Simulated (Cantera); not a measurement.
What does this Cantera script print?

```python
import numpy as np
import cantera as ct

gas = ct.Solution("gri30.yaml")
gas.TPX = 1600, 280000, {'CO': 1, 'H2': 0.11, 'O2': 1.54, 'N2': 5.8, 'CO2': 1.6}
reactor = ct.IdealGasConstPressureReactor(gas, energy="on", clone=False)
net = ct.ReactorNet([reactor])
net.rtol, net.atol = 1e-08, 1e-16
show = ['CO', 'H2', 'O2', 'NO', 'H2O', 'CO2']
times = np.geomspace(3e-06, 2, 10)

steps = ct.SolutionArray(gas, extra=["t"])
rows = []
print(f"{'t/s':>10s}{'T/K':>9s}{'P/Pa':>11s}" + "".join(f"{s:>11s}" for s in show))
for t in times:
    while net.time < t:
        t_next = net.step()
        steps.append(gas.state, t=t_next)
    rows.append([np.interp(t, steps.t, y) for y in (steps.T, steps.P, *steps(*show).X.T)])
    print(f"{t:10.3e}{rows[-1][0]:9.1f}{rows[-1][1]:11.4g}" + "".join(f"{x:11.3e}" for x in rows[-1][2:]))
rate = np.gradient(steps.T, steps.t)
print("integrator steps:", len(steps.t))
if steps.T.max() > steps.T[0] + 200:
    print(f"time of steepest temperature rise: {steps.t[rate.argmax()]:.4e} s")
gas.TPX = 1600, 280000, {'CO': 1, 'H2': 0.11, 'O2': 1.54, 'N2': 5.8, 'CO2': 1.6}
gas.equilibrate("HP")
print(f"equilibrium (HP): T = {gas.T:.1f} K  " + "  ".join(f"{s} {gas[s].X[0]:.3e}" for s in show))
```

It prints:

```
       t/s      T/K       P/Pa         CO         H2         O2         NO        H2O        CO2
 3.000e-06   1600.0    2.8e+05  9.950e-02  1.094e-02  1.532e-01  2.606e-13  1.514e-06  1.592e-01
 1.331e-05   1613.7    2.8e+05  9.577e-02  4.243e-03  1.455e-01  7.175e-08  4.654e-03  1.632e-01
 5.906e-05   1893.7    2.8e+05  5.405e-02  3.574e-04  1.211e-01  1.192e-05  8.421e-03  2.102e-01
 2.621e-04   2165.9    2.8e+05  2.302e-02  1.586e-04  1.110e-01  7.202e-05  9.706e-03  2.468e-01
 1.163e-03   2287.9    2.8e+05  7.943e-03  5.533e-05  1.060e-01  2.721e-04  1.054e-02  2.645e-01
 5.160e-03   2303.0    2.8e+05  5.870e-03  4.192e-05  1.050e-01  8.500e-04  1.069e-02  2.669e-01
 2.289e-02   2299.3    2.8e+05  5.767e-03  4.130e-05  1.039e-01  3.041e-03  1.070e-02  2.670e-01
 1.016e-01   2291.2    2.8e+05  5.547e-03  3.999e-05  1.014e-01  7.855e-03  1.073e-02  2.673e-01
 4.507e-01   2288.7    2.8e+05  5.481e-03  3.960e-05  1.006e-01  9.320e-03  1.074e-02  2.674e-01
 2.000e+00   2288.7    2.8e+05  5.481e-03  3.960e-05  1.006e-01  9.322e-03  1.074e-02  2.674e-01
integrator steps: 1296
time of steepest temperature rise: 1.5454e-05 s
equilibrium (HP): T = 2288.7 K  CO 5.481e-03  H2 3.960e-05  O2 1.006e-01  NO 9.322e-03  H2O 1.074e-02  CO2 2.674e-01
```

Detailed kinetics in Cantera: GRI-Mech 3.0 (53 species, 325 reactions). The hydrogen kinetics of GRI-Mech 3.0 are dated; newer H2 mechanisms differ, most at raised pressure.
